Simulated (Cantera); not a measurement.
Input: 1 mol SiC, 0.16 mol N₂O, 3.2 mol N₂, held at 0.890 bar.

Equilibrium computed with Cantera from the NASA thermochemical tables; the gas is ideal and each condensed phase is pure. Candidate condensed phases: C, Si, SiC, SiO₂, Si₂N₂O, Si₃N₄; 34 gas species. Mutual solubility and eutectic melting of coexisting phases are not modelled. The tables' values for SiN are old estimates; treat these amounts as uncertain. The numbers say what is thermodynamically allowed, not how fast it happens.

log p: log10 of the partial pressure in bar; n: condensed amount in mol.

| T (K) | log p N₂ | log p CO | log p SiO | log p Si | log p SiN | log p Si₂N | n C(graphite) | n Si₂N₂O(s) | n Si₃N₄(s) | n SiC(s) |
|---|---|---|---|---|---|---|---|---|---|---|
| 1098 | -0.05 | -8.26 | <-12 | <-12 | <-12 | <-12 | 1.00 | 0.160 | 0.227 | 0 |
| 1198 | -0.05 | ___ | <-12 | <-12 | <-12 | <-12 | 1.00 | 0.160 | 0.227 | 0 |
| 1298 | -0.05 | -5.84 | -10.63 | <-12 | <-12 | <-12 | 1.000 | 0.160 | 0.227 | 0 |
| 1398 | -0.05 | -4.90 | -8.96 | <-12 | <-12 | <-12 | 1.000 | 0.160 | 0.227 | 0 |
| 1498 | -0.05 | -4.08 | -7.51 | -10.86 | -10.77 | <-12 | 1.000 | 0.160 | 0.227 | 0 |
| 1598 | -0.05 | ___ | ___ | ___ | -9.44 | ___ | 0.999 | 0.159 | 0.228 | 0 |
| 1698 | -0.05 | -2.74 | -5.15 | -8.03 | -8.27 | -9.86 | 0.994 | 0.154 | 0.230 | 0 |
| 1798 | -0.06 | -1.62 | -3.88 | -7.13 | -7.52 | -8.93 | 0.0492 | 0.0694 | 0 | 0.861 |
| 1898 | -0.06 | -1.56 | -3.07 | -6.03 | -6.53 | -7.49 | 0 | 0.0511 | 0 | 0.894 |
| 1998 | -0.07 | -1.58 | -2.36 | -5.01 | -5.62 | -6.14 | 0 | 0.0421 | 0 | 0.899 |
| 2098 | -0.07 | -1.67 | -1.75 | -4.06 | -4.78 | -4.88 | 0 | 0.00610 | 0 | 0.917 |

Problem. Complete the blanks.

Solution. 
- 1598, log p CO: -3.37
- 1598, log p SiO: -6.26
- 1598, log p Si: -9.35
- 1598, log p Si₂N: -11.54
- 1198, log p CO: -6.95
